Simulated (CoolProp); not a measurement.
R245fa along the isobar 203 bar: density (kg/m³) from the reference equation and from simpler models built on Tc = 427.0 K, pc = 36.51 bar, ω = 0.378; each cubic takes its own stable root.

Computed with CoolProp (reference Helmholtz-energy equation of state, Akasaka 2015).

```csv
T (K),phase,reference
242,liquid,1512
259.6,liquid,1475
277.2,liquid,1437
294.7,liquid,1399
312.3,liquid,1360
329.9,liquid,1320
347.5,liquid,1279
365.1,liquid,1237
382.7,liquid,1193
400.3,liquid,1149
417.9,liquid,1103
435.5,supercritical,1055
```

How far does each simpler model (van der Waals, Redlich-Kwong, Soave-Redlich-Kwong, Peng-Robinson) lie from the reference over these 12 states: mean and median of the absolute difference, and the worst?


- van der Waals: mean 33.7 %, median 34.3 %, worst -38.3 % at 242 K and 203 bar
- Redlich-Kwong: mean 9.7 %, median 9.9 %, worst -11.5 % at 242 K and 203 bar
- Soave-Redlich-Kwong: mean 7.7 %, median 7.5 %, worst -9.0 % at 242 K and 203 bar
- Peng-Robinson: mean 3.4 %, median 3.6 %, worst +4.2 % at 347.5 K and 203 bar
